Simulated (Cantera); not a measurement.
Charge: 1 mol SiH₂Cl₂, 0.015 mol C₃H₈, 31 mol H₂, held at 9.00 mbar.

Method: chemical equilibrium by Gibbs-energy minimisation in Cantera with the NASA 1993 tables (ideal gas, pure condensed phases). Candidate condensed phases: C, C₆H₆, C₇H₈, C₈H₁₈, Si, SiC; 109 gas species. Mutual solubility and eutectic melting of coexisting phases are not modelled. The tables' values for SiCl₃ are old estimates; treat these amounts as uncertain. Rates play no part.

x: gas mole fraction; n: condensed amount in mol.

```
T (°C)   x H₂   x HCl  x SiCl₂   x SiCl₄  x SiHCl₃  n Si(s)  n SiC(s)
------  -----  ------  -------  --------  --------  -------  --------
825     0.957  0.0352  0.00263   0.00344   0.00136    0.682    0.0450
875     0.952  0.0412  0.00391   0.00171  0.000793    0.716    0.0450
925     0.949  0.0447  0.00496  0.000702  0.000401    0.733    0.0450
975     0.947  0.0462  0.00566  0.000261  0.000189    0.738    0.0450
1025    0.947  0.0467  0.00612   9.65e-5   8.84e-5    0.736    0.0450
1075    0.947  0.0467  0.00645         …         …    0.732    0.0450
1125    0.947  0.0465  0.00672   1.50e-5   2.15e-5    0.726    0.0450
1175    0.947  0.0462  0.00694         …         …    0.721    0.0450
1225    0.947  0.0459  0.00714   2.91e-6   6.17e-6    0.716    0.0450
```

Fill in the missing entries.


- 1075, x SiCl₄: 3.71e-5
- 1075, x SiHCl₃: 4.27e-5
- 1175, x SiCl₄: 6.44e-6
- 1175, x SiHCl₃: 1.13e-5
